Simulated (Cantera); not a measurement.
**Adiabatic ignition**

An adiabatic, constant-volume homogeneous reactor starts with 2.16 % CO, 0.712 % H₂, 2.11 % CH₄, 9.60 % O₂, 85.4 % N₂, equivalence ratio 0.59, at 1648 K and 1.00 bar.

Detailed kinetics in Cantera: GRI-Mech 3.0 (53 species, 325 reactions).

```csv
t (s),T (K),P (bar),x CO,x H₂,x CH₄,x HCN,x H₂O,x H
4.00e-6,1648,1.000,0.0216,0.00712,0.0211,<1e-12,3.15e-7,1.31e-7
1.51e-5,1648,1.000,0.0216,0.00712,0.0211,<1e-12,3.49e-6,2.59e-7
5.71e-5,1648,1.00,0.0216,0.00711,0.0211,<1e-12,4.64e-5,1.23e-6
0.000216,1937,1.19,0.0358,0.00993,0.00114,9.70e-7,0.0319,0.00336
0.000816,2359,1.42,0.00646,0.00132,<1e-12,2.40e-12,0.0450,0.000974
0.00309,2410,1.45,0.00373,0.000746,<1e-12,2.37e-12,0.0467,0.000383
0.0117,2405,1.44,0.00368,0.000737,<1e-12,3.03e-12,0.0468,0.000371
0.0441,2397,1.44,0.00360,0.000724,<1e-12,3.88e-12,0.0469,0.000354
0.167,2394,1.44,0.00357,0.000720,<1e-12,4.11e-12,0.0469,0.000348
0.630,2394,1.44,0.00357,0.000719,<1e-12,4.11e-12,0.0469,0.000348
2.38,2394,1.44,0.00357,0.000719,<1e-12,4.11e-12,0.0469,0.000348
9.00,2394,1.44,0.00357,0.000719,<1e-12,4.11e-12,0.0469,0.000348
```
x: mole fraction; the columns are a selection and need not sum to one.

```json
{
  "time_of_steepest_temperature_rise": "0.214 ms",
  "temperature at 9.00 s": "2394 K",
  "equilibrium_temperature": "2394 K",
  "x(CO) at 9.00 s": "0.00357 (gas-phase equilibrium 0.00357)",
  "x(H₂) at 9.00 s": "0.000719 (gas-phase equilibrium 0.000719)",
  "x(CH₄) at 9.00 s": "<1e-12 (gas-phase equilibrium <1e-12)"
}
```
